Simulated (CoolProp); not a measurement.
Isopentane along the isotherm 241 K: Z from the reference equation and from simpler models built on Tc = 460.3 K, pc = 3.378 MPa, ω = 0.227; each cubic takes its own stable root.

Computed with CoolProp (reference Helmholtz-energy equation of state, Lemmon 2006). It is a short technical equation, of lower accuracy than the large ones.

| p (MPa) | phase | reference |
|---|---|---|
| 0.461 | liquid | 0.02476 |
| 0.921 | liquid | 0.04944 |
| 1.38 | liquid | 0.07403 |
| 1.84 | liquid | 0.09865 |
| 2.3 | liquid | 0.1232 |
| 2.76 | liquid | 0.1478 |
| 3.22 | liquid | 0.1723 |
| 3.69 | liquid | 0.1974 |
| 4.15 | liquid | 0.2218 |
| 4.61 | liquid | 0.2463 |
| 5.07 | liquid | 0.2707 |

Problem. How far does each simpler model (van der Waals, Soave-Redlich-Kwong) lie from the reference over these 11 states: mean and median of the absolute difference, and the worst?

Solution. 
- van der Waals: mean 61.3 %, median 61.2 %, worst +62.5 % at 241 K and 0.461 MPa
- Soave-Redlich-Kwong: mean 7.5 %, median 7.5 %, worst +7.6 % at 241 K and 0.461 MPa
